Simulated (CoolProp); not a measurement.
A single-stage vapour-compression cycle with the fluid: evaporating at 306.15 K (dew point), condensing at 372.15 K (bubble point), superheat 0 K, subcooling 0 K, compressor efficiency 0.7, no pressure losses. The same conditions are run with several fluids, on thermodynamics alone (safety and materials aside).

The numbers come from the reference Helmholtz-energy equation of state of each fluid (R1224YDZ: Akasaka 2023; R123: Younglove 1994; R1233zd(E): Akasaka 2022; 1,2-dichloroethane: Thol 2015; chloromethane (R40): Thol 2014; R365MFC: Lemmon 2016) in CoolProp.

Q: Rank R1224YDZ, R123, R1233zd(E), 1,2-dichloroethane, chloromethane (R40), R365MFC by cooling COP, highest first.

A: 1,2-dichloroethane (2.73), chloromethane (R40) (2.33), R123 (2.28), R1233zd(E) (2.17), R365MFC (2.05), R1224YDZ (1.99)

```tsv
fluid	pressure ratio	discharge temperature (K)	refrigerating effect (kJ/kg)	volumetric capacity (kJ/m³)
R1224YDZ	5.84	372.1	77.5	948
R123	6.31	377.3	96.7	744
R1233zd(E)	5.94	376.6	102	953
1,2-dichloroethane	10.6	417.2	262	156
chloromethane (R40)	4.40	438.6	245	4020
R365MFC	7.38	372.1	94.4	443
```

The compression ends wet for: R1224YDZ; R365MFC.
